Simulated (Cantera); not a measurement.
Cantera run, input and output.

```python
import numpy as np
import cantera as ct

gas = ct.Solution("gri30.yaml")
gas.TPX = 1700, 100000, {'H2': 1, 'O2': 0.568, 'N2': 2.14, 'NO': 0.0096}
reactor = ct.IdealGasReactor(gas, energy="on", clone=False)
net = ct.ReactorNet([reactor])
net.rtol, net.atol = 1e-08, 1e-16
show = ['H2', 'O2', 'NO', 'O', 'HO2', 'H', 'OH']
times = np.geomspace(5e-06, 10, 13)

steps = ct.SolutionArray(gas, extra=["t"])
rows = []
print(f"{'t/s':>10s}{'T/K':>9s}{'P/Pa':>11s}" + "".join(f"{s:>11s}" for s in show))
for t in times:
    while net.time < t:
        t_next = net.step()
        steps.append(gas.state, t=t_next)
    rows.append([np.interp(t, steps.t, y) for y in (steps.T, steps.P, *steps(*show).X.T)])
    print(f"{t:10.3e}{rows[-1][0]:9.1f}{rows[-1][1]:11.4g}" + "".join(f"{x:11.3e}" for x in rows[-1][2:]))
rate = np.gradient(steps.T, steps.t)
print("integrator steps:", len(steps.t))
if steps.T.max() > steps.T[0] + 200:
    print(f"time of steepest temperature rise: {steps.t[rate.argmax()]:.4e} s")
gas.TPX = 1700, 100000, {'H2': 1, 'O2': 0.568, 'N2': 2.14, 'NO': 0.0096}
gas.equilibrate("UV")
print(f"equilibrium (UV): T = {gas.T:.1f} K  " + "  ".join(f"{s} {gas[s].X[0]:.3e}" for s in show))
```

It prints:

```
       t/s      T/K       P/Pa         H2         O2         NO          O        HO2          H         OH
 5.000e-06   1703.5  1.002e+05  2.617e-01  1.496e-01  2.581e-03  6.719e-04  2.625e-05  4.098e-03  7.247e-04
 1.675e-05   2260.2  1.288e+05  5.513e-02  4.051e-02  2.706e-03  3.140e-02  1.372e-05  7.334e-02  3.417e-02
 5.612e-05   2907.5  1.586e+05  4.704e-02  3.118e-02  3.575e-03  1.781e-02  1.348e-05  3.167e-02  4.267e-02
 1.880e-04   2998.7  1.624e+05  4.489e-02  2.817e-02  8.521e-03  1.497e-02  1.542e-05  2.641e-02  4.155e-02
 6.300e-04   2993.1   1.62e+05  4.557e-02  2.631e-02  1.419e-02  1.418e-02  1.451e-05  2.612e-02  4.036e-02
 2.111e-03   2992.5   1.62e+05  4.565e-02  2.610e-02  1.484e-02  1.409e-02  1.440e-05  2.609e-02  4.022e-02
 7.071e-03   2992.5   1.62e+05  4.565e-02  2.610e-02  1.484e-02  1.409e-02  1.440e-05  2.609e-02  4.022e-02
 2.369e-02   2992.5   1.62e+05  4.565e-02  2.610e-02  1.484e-02  1.409e-02  1.440e-05  2.609e-02  4.022e-02
 7.937e-02   2992.5   1.62e+05  4.565e-02  2.610e-02  1.484e-02  1.409e-02  1.440e-05  2.609e-02  4.022e-02
 2.659e-01   2992.5   1.62e+05  4.565e-02  2.610e-02  1.484e-02  1.409e-02  1.440e-05  2.609e-02  4.022e-02
 8.909e-01   2992.5   1.62e+05  4.565e-02  2.610e-02  1.484e-02  1.409e-02  1.440e-05  2.609e-02  4.022e-02
 2.985e+00   2992.5   1.62e+05  4.565e-02  2.610e-02  1.484e-02  1.409e-02  1.440e-05  2.609e-02  4.022e-02
 1.000e+01   2992.5   1.62e+05  4.565e-02  2.610e-02  1.484e-02  1.409e-02  1.440e-05  2.609e-02  4.022e-02
integrator steps: 1076
time of steepest temperature rise: 7.3299e-06 s
equilibrium (UV): T = 2992.5 K  H2 4.565e-02  O2 2.610e-02  NO 1.484e-02  O 1.409e-02  HO2 1.440e-05  H 2.609e-02  OH 4.022e-02
```

Detailed kinetics in Cantera: GRI-Mech 3.0 (53 species, 325 reactions).
